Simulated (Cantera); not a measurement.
Input (Python, Cantera):

```python
import numpy as np
import cantera as ct

gas = ct.Solution("gri30.yaml")
gas.TPX = 1725, 510000, {'CO': 1, 'H2': 0.037, 'O2': 0.894, 'N2': 3.36, 'H2O': 0.49}
reactor = ct.IdealGasConstPressureReactor(gas, energy="on", clone=False)
net = ct.ReactorNet([reactor])
net.rtol, net.atol = 1e-08, 1e-16
show = ['CO', 'H2', 'O2', 'H2O', 'H', 'O', 'N2O']
times = np.geomspace(1e-06, 2, 12)

steps = ct.SolutionArray(gas, extra=["t"])
rows = []
print(f"{'t/s':>10s}{'T/K':>9s}{'P/Pa':>11s}" + "".join(f"{s:>11s}" for s in show))
for t in times:
    while net.time < t:
        t_next = net.step()
        steps.append(gas.state, t=t_next)
    rows.append([np.interp(t, steps.t, y) for y in (steps.T, steps.P, *steps(*show).X.T)])
    print(f"{t:10.3e}{rows[-1][0]:9.1f}{rows[-1][1]:11.4g}" + "".join(f"{x:11.3e}" for x in rows[-1][2:]))
rate = np.gradient(steps.T, steps.t)
print("integrator steps:", len(steps.t))
if steps.T.max() > steps.T[0] + 200:
    print(f"time of steepest temperature rise: {steps.t[rate.argmax()]:.4e} s")
gas.TPX = 1725, 510000, {'CO': 1, 'H2': 0.037, 'O2': 0.894, 'N2': 3.36, 'H2O': 0.49}
gas.equilibrate("HP")
print(f"equilibrium (HP): T = {gas.T:.1f} K  " + "  ".join(f"{s} {gas[s].X[0]:.3e}" for s in show))
```

Result:

```
       t/s      T/K       P/Pa         CO         H2         O2        H2O          H          O        N2O
 1.000e-06   1725.0    5.1e+05  1.730e-01  6.398e-03  1.546e-01  8.476e-02  1.489e-06  3.367e-06  6.723e-11
 3.740e-06   1726.8    5.1e+05  1.722e-01  5.947e-03  1.537e-01  8.484e-02  2.220e-04  4.560e-04  1.222e-08
 1.398e-05   2316.3    5.1e+05  6.275e-02  5.667e-03  9.158e-02  7.700e-02  7.610e-03  1.582e-02  1.116e-06
 5.230e-05   2698.9    5.1e+05  2.957e-02  2.420e-03  7.964e-02  8.777e-02  1.486e-03  5.392e-03  1.669e-06
 1.956e-04   2718.8    5.1e+05  2.712e-02  2.232e-03  7.778e-02  8.848e-02  1.287e-03  4.860e-03  1.701e-06
 7.313e-04   2711.7    5.1e+05  2.681e-02  2.214e-03  7.494e-02  8.873e-02  1.247e-03  4.628e-03  1.727e-06
 2.735e-03   2702.7    5.1e+05  2.643e-02  2.192e-03  7.142e-02  8.905e-02  1.199e-03  4.349e-03  1.820e-06
 1.023e-02   2701.6    5.1e+05  2.639e-02  2.189e-03  7.096e-02  8.909e-02  1.193e-03  4.313e-03  1.837e-06
 3.824e-02   2701.6    5.1e+05  2.639e-02  2.189e-03  7.096e-02  8.909e-02  1.193e-03  4.313e-03  1.837e-06
 1.430e-01   2701.6    5.1e+05  2.639e-02  2.189e-03  7.096e-02  8.909e-02  1.193e-03  4.313e-03  1.837e-06
 5.348e-01   2701.6    5.1e+05  2.639e-02  2.189e-03  7.096e-02  8.909e-02  1.193e-03  4.313e-03  1.837e-06
 2.000e+00   2701.6    5.1e+05  2.639e-02  2.189e-03  7.096e-02  8.909e-02  1.193e-03  4.313e-03  1.837e-06
integrator steps: 1146
time of steepest temperature rise: 8.9636e-06 s
equilibrium (HP): T = 2701.6 K  CO 2.639e-02  H2 2.189e-03  O2 7.096e-02  H2O 8.909e-02  H 1.193e-03  O 4.313e-03  N2O 1.837e-06
```

Model: GRI-Mech 3.0 (53 species, 325 reactions), integrated in Cantera. The hydrogen kinetics of GRI-Mech 3.0 are dated; newer H2 mechanisms differ, most at raised pressure.
